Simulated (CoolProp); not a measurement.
Vapour-liquid equilibrium of ethane (1) + n-perfluorobutane (2) at 232.5 K; x and y are mole fractions of (1).

Computed with CoolProp (multi-fluid Helmholtz-energy mixture model, Bücker 2006 and Gao 2022; pair parameters Bell 2016).

Q: Give the bubble pressure and the first vapour's composition at x = 0.125, 0.2, 0.5. Is there an azeotrope?

A: x = 0.125: 216.0 kPa, y = 0.930; x = 0.2: 319.3 kPa, y = 0.954; x = 0.5: 532.5 kPa, y = 0.975. No azeotrope shows between x = 0.05 and 0.95.

The pair parameters rest on a limited set of measurements; away from them the model extrapolates. With so large a gap from Raoult's law the liquid may split in two, which this calculation doesn't test in full.
